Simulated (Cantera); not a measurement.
Source: NASA polynomial tables (part measured, part estimated), evaluated in Cantera. Values are per mole of reaction as written; species without (g) are pure solids or liquids, kept so even where they would boil at 1 bar.

2 NO(g) + BaBr2 ⇌ Br2(g) + BaO + N2O(g), with ΔH° = 139.6 kJ and ΔS° = -32.6 J/K at 300 K.

### Question
How far is the shortcut ΔG° ≈ ΔH°(300 K) − T·ΔS°(300 K) from the full temperature-dependent value at 1450, 1650, 1850, 2050, 2250, 2450, 2650 K?

### Answer
| T (K) | shortcut (kJ) | full (kJ) | difference (kJ) | difference in log10 K | condensed phases |
|---|---|---|---|---|---|
| 1450 | 186.8 | 206.8 | -20.0 | 0.72 | BaBr2(l), BaO(s) |
| 1650 | 193.3 | 222.7 | -29.4 | 0.93 | BaBr2(l), BaO(s) |
| 1850 | 199.8 | 238.9 | -39.1 | 1.10 | BaBr2(l), BaO(s) |
| 2050 | 206.3 | 255.5 | -49.2 | 1.25 | BaBr2(l), BaO(s) |
| 2250 | 212.9 | 272.3 | -59.5 | 1.38 | BaBr2(l), BaO(s) |
| 2450 | 219.4 | 285.2 | -65.8 | 1.40 | BaBr2(l), BaO(l) |
| 2650 | 225.9 | 297.2 | -71.3 | 1.41 | BaBr2(l), BaO(l) |
The shortcut ignores heat capacities and the phase changes listed.
